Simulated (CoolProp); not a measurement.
Vapour-liquid equilibrium of hydrogen sulfide (1) + isobutane (2) at 219.1 K; x and y are mole fractions of (1).

Model: multi-fluid Helmholtz-energy mixture model, Lemmon 2006 and Bücker 2006; pair parameters Kunz 2012, in CoolProp.

```csv
x,bubble pressure (MPa),y at the bubble point,dew pressure at overall composition x (MPa),liquid density (mol/L)
0.05,0.02769,0.540,0.01398,11.37
0.125,…,0.754,0.01513,…
0.2,0.06664,0.834,0.01648,12.65
0.275,0.08149,0.873,0.01810,…
0.35,0.09291,0.895,0.02007,14.18
0.425,…,…,0.02252,15.06
0.5,0.1075,0.919,0.02565,16.04
0.575,0.1121,…,0.02978,17.14
0.65,0.1160,0.933,0.03550,18.39
0.725,0.1196,0.941,0.04392,19.82
0.8,0.1236,0.950,0.05750,21.48
0.875,…,…,0.08249,23.42
0.95,0.1337,0.982,0.1238,25.73
```

Question: Some entries are withheld; supply them.

Answer: 
- 0.125, bubble pressure (MPa): 0.04843
- 0.125, liquid density (mol/L): 11.99
- 0.275, liquid density (mol/L): 13.38
- 0.425, bubble pressure (MPa): 0.1013
- 0.425, y at the bubble point: 0.910
- 0.575, y at the bubble point: 0.927
- 0.875, bubble pressure (MPa): 0.1282
- 0.875, y at the bubble point: 0.963

No azeotrope shows between x = 0.05 and 0.95.

Pair parameters are fitted to limited data, so mixtures are less certain than the pure fluids. With so large a gap from Raoult's law the liquid may split in two, which this calculation doesn't test in full.
